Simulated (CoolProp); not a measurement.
Model: reference Helmholtz-energy equation of state, Marx 1992, in CoolProp.

**Question.** For R113, give the phase and the speed of sound (m/s), expansivity (1/kK) at 324.3 K and 101 kPa.

**Answer.** 
- 324.3 K and 101 kPa: gas; speed of sound 120, expansivity 3.54
